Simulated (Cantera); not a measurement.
# Thermodynamics of chlorosilane synthesis and conversion, feed Si + Cl2 + H2

Feed: 1 mol Si, 1.1 mol Cl2, 17 mol H2, at 3080 Torr.

Cantera equilibrium calculation (NASA polynomials, part measured and part estimated; ideal gas, pure solids and liquids). Candidate condensed phases: Si; 19 gas species. The tables' values for SiCl3 are old estimates; treat these amounts as uncertain. Rates play no part.

| T (K) | x H2 | x HCl | x SiHCl3 | x SiCl4 | x SiCl2 | x SiCl3 | x SiH2Cl2 | x SiH3Cl | n Si(s) |
|---|---|---|---|---|---|---|---|---|---|
| 875 | 0.961 | 0.00153 | 0.0202 | 0.0147 | 3.11e-6 | 2.81e-5 | 0.00254 | 7.67e-5 | 0.345 |
| 925 | 0.960 | 0.00259 | 0.0198 | 0.0147 | 1.01e-5 | 6.10e-5 | 0.00262 | 8.55e-5 | 0.351 |
| 975 | 0.959 | 0.00414 | 0.0193 | 0.0145 | 2.88e-5 | 0.000122 | 0.00268 | 9.38e-5 | 0.359 |
| 1025 | 0.958 | 0.00629 | 0.0187 | 0.0143 | 7.37e-5 | 0.000225 | 0.00272 | 0.000102 | 0.369 |
| 1075 | 0.956 | 0.00916 | 0.0180 | 0.0139 | 0.000171 | 0.000388 | 0.00273 | 0.000109 | 0.383 |
| 1125 | 0.953 | 0.0128 | 0.0172 | 0.0133 | 0.000366 | 0.000628 | 0.00272 | 0.000115 | 0.400 |
| 1175 | 0.950 | 0.0173 | 0.0161 | 0.0125 | 0.000721 | 0.000960 | 0.00267 | 0.000120 | 0.420 |
| 1225 | 0.946 | 0.0227 | 0.0149 | 0.0114 | 0.00132 | 0.00138 | 0.00259 | 0.000124 | 0.442 |
| 1275 | 0.941 | 0.0287 | 0.0134 | 0.0102 | 0.00227 | 0.00188 | 0.00246 | 0.000126 | 0.466 |
| 1325 | 0.936 | 0.0353 | 0.0118 | 0.00867 | 0.00364 | 0.00241 | 0.00230 | 0.000127 | 0.489 |
| 1375 | 0.930 | 0.0420 | 0.00997 | 0.00706 | 0.00547 | 0.00290 | 0.00209 | 0.000125 | 0.511 |
x: gas mole fraction; n: condensed amount in mol.

From 875 K to 1375 K the condensed part is Si(s). The main Si-bearing gas is SiHCl3 throughout. The share of Si in condensed phases is highest at 1375 K (51.1 %) and lowest at 875 K (34.5 %).
